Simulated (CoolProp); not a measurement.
Vapour pressure (MPa) of nitrogen: the reference equation beside estimates from Tc = -147.0 °C, pc = 3.396 MPa, ω = 0.037. Clausius-Clapeyron is anchored at -174.05 °C with a constant enthalpy of vaporisation of 4.565 kJ/mol.

Model: reference Helmholtz-energy equation of state, Span 2000, in CoolProp.

```tsv
T (°C)	reference	Lee-Kesler	Clausius-Clapeyron	van der Waals	Redlich-Kwong	Peng-Robinson
-174.05	0.7308	0.7312	0.7308	1.194	0.7309	0.7329
-171.85	0.8507	0.8508	0.8242	1.323	0.8557	0.8534
-169.75	0.9778	0.9775	0.9202	1.453	0.9878	0.9812
-167.55	1.125	1.124	1.028	1.598	1.140	1.129
-165.35	1.287	1.286	1.143	1.751	1.308	1.293
-163.15	1.466	1.464	1.265	1.914	1.492	1.473
-160.95	1.661	1.659	1.396	2.085	1.693	1.670
-158.75	1.875	1.872	1.533	2.266	1.910	1.886
-156.55	2.109	2.105	1.679	2.456	2.146	2.121
-154.35	2.363	2.360	1.832	2.655	2.400	2.376
-152.25	2.626	2.624	1.985	2.855	2.660	2.640
-150.05	2.926	2.926	2.152	3.073	2.952	2.937
```

Absolute difference from the reference over all 12 rows, mean and median: Lee-Kesler 0.1 and 0.1 %, Clausius-Clapeyron 14.2 and 14.8 %, van der Waals 30.4 and 28.0 %, Redlich-Kwong 1.3 and 1.4 %, Peng-Robinson 0.5 and 0.5 %.
